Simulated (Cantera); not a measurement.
Mixture: CH₃OH : O₂ : N₂ = 1 : 1.5 : 10.3 (molar parts), at 0.405 atm, adiabatic and at constant volume. Ignition delay is the time to a rise of 400 K.

Model: GRI-Mech 3.0 (53 species, 325 reactions), integrated in Cantera. GRI-Mech 3.0 was tuned for natural gas; its chemistry of methanol as a main component is partial and can be far from experiment.

Q: Predict: delay at 1248 K; delay at 1348 K; delay at 1448 K; delay at 1548 K; delay at 1648 K; delay at 1748 K; delay at 1848 K; apparent activation energy between 1648 and 1848 K.

A: delay at 1248 K: 11.6 ms
delay at 1348 K: 2.97 ms
delay at 1448 K: 0.968 ms
delay at 1548 K: 0.384 ms
delay at 1648 K: 0.177 ms
delay at 1748 K: 91.2 µs
delay at 1848 K: 51.5 µs
apparent activation energy between 1648 and 1848 K: 160 kJ/mol
